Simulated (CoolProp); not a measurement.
Aqueous lithium chloride as a coolant, 22 % by mass, freezing at -53.6 °C, 1 atm.

The numbers come from the Melinder's fits for secondary coolants in CoolProp.

| T (°C) | viscosity (mPa s) | conductivity (W/(m K)) | density (kg/m³) | Prandtl number |
|---|---|---|---|---|
| -42.4 | ___ | 0.463 | ___ | 162 |
| -33.2 | ___ | 0.476 | 1139 | ___ |
| -24.1 | 9.97 | 0.488 | 1138 | ___ |
| -14.9 | ___ | 0.501 | 1136 | 39.6 |
| -5.8 | 4.74 | 0.513 | 1135 | 28.0 |
| 3.4 | 3.53 | 0.526 | 1133 | ___ |
| 12.5 | 2.76 | 0.538 | 1130 | 16.1 |
| 21.6 | 2.23 | 0.550 | 1127 | 13.0 |
| 30.8 | 1.86 | 0.562 | 1124 | 10.8 |
| 39.9 | 1.58 | 0.575 | 1121 | 9.17 |

Problem. What belongs in the gaps?

Solution. 
- -42.4, viscosity (mPa s): 26.9
- -42.4, density (kg/m³): 1140
- -33.2, viscosity (mPa s): 15.8
- -33.2, Prandtl number: 94.6
- -24.1, Prandtl number: 59.4
- -14.9, viscosity (mPa s): 6.67
- 3.4, Prandtl number: 20.8
